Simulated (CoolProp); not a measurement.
Vapour-liquid equilibrium of R114 (1) + n-hexane (2) at 0.127 MPa; x and y are mole fractions of (1).

The numbers come from the multi-fluid Helmholtz-energy mixture model, Platzer 1990 and Thol 2019; pair parameters Bell 2016 in CoolProp. This equation is an older, rougher fit; its heat capacities, sound speeds and derivatives of the liquid may be far off and weren't checked against measurements.

### Question
Give the bubble temperature and the first vapour's composition at x = 0.15, 0.35, 0.55. Is there an azeotrope?

### Answer
x = 0.15: 46.3 °C, y = 0.667; x = 0.35: 29.4 °C, y = 0.858; x = 0.55: 21.1 °C, y = 0.922. No azeotrope shows between x = 0.05 and 0.95.

Pair parameters are fitted to limited data, so mixtures are less certain than the pure fluids.
